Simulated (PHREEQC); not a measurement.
Consider water at 25 °C with 0.018 mol HF, 0.15 mol NH4F and 0.043 mol HCl per kg of water. Closed to the air; pH follows from the charge balance.

The numbers come from PHREEQC with the ion-association model, phreeqc.dat.

No solid was allowed to form.

**Question.** Estimate the pH.

**Answer.** pH 3.34.

**Question.** In which forms is F present?

**Answer.** F- 55 %, HF 27 %, HF2- 19 % of the F.
